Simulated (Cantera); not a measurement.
Cantera run:

```python
import numpy as np
import cantera as ct

gas_names = [...]  # 151 gases of nasa_gas.yaml made of C, H, N, O, Si
cond_names = """
    C(gr) C6H6(L) C7H8(L) C8H18(L),n-octa H2O(s) H2O(L) Si(cr) Si(L) SiC(b) SiO2(Lqz) SiO2(hqz) SiO2(L)
    Si2N2O(s) Si3N4(a)
""".split()


# ... load() reads the species with a 1 bar reference pressure and builds the phases ...
atoms = {
    'TEOS': {'Si': 1, 'C': 8, 'H': 20, 'O': 4},
    'NO': {'N': 1, 'O': 1},
    'N2': {'N': 2},
    'O3': {'O': 3},
}
top_T = {'C(gr)': 4500, 'SiC(b)': 3050, 'Si2N2O(s)': 2100, 'Si3N4(a)': 2400}  # K; cautious upper limits of use, not melting points


# ... equilibrate(T, P, feed) seeds the gas with the atoms and calls Mixture.equilibrate('TP', solver="vcs", rtol=1e-11, max_steps=5000) ...
results = []
feed = {'TEOS': 1, 'NO': 23, 'N2': 140, 'O3': 0.8}  # mol
T = 525  # K
P = 49000  # Pa
mix = equilibrate(T, P, feed)
results.append((T, P, feed, dict(zip(mix.species_names, mix.species_moles))))
print(gas.report(threshold=1e-05))
for i in range(1, mix.n_phases):
    print(f"{mix.phase(i).name:16s} {mix.phase_moles(i):12.5e} mol")
```

It prints:

```
       temperature   525 K
          pressure   49000 Pa
           density   0.3165 kg/m^3
  mean mol. weight   28.195 kg/kmol
   phase of matter   gas

                          1 kg             1 kmol
                     ---------------   ---------------
          enthalpy       -9.1684e+05        -2.585e+07  J
   internal energy       -1.0717e+06       -3.0215e+07  J
           entropy            7773.5        2.1917e+05  J/K
    Gibbs function       -4.9979e+06       -1.4092e+08  J
 heat capacity c_p              1092             30788  J/K
 heat capacity c_v            797.07             22473  J/K

                      mass frac. Y      mole frac. X     chem. pot. / RT
                     ---------------   ---------------   ---------------
               CO2          0.073368          0.047004           -120.27
               H2O          0.037541          0.058754           -82.206
                N2           0.88442           0.89013           -24.345
                O2         0.0046676         0.0041128           -31.361
     [ +147 minor]        1.3252e-09         8.897e-10

C(gr)             0.00000e+00 mol
H2O(L)            0.00000e+00 mol
Si(cr)            0.00000e+00 mol
SiC(b)            0.00000e+00 mol
SiO2(Lqz)         1.00000e+00 mol
Si2N2O(s)         0.00000e+00 mol
Si3N4(a)          0.00000e+00 mol
```

Equilibrium computed with Cantera from the NASA thermochemical tables; the gas is ideal and each condensed phase is pure. The feed counts by its element totals alone.
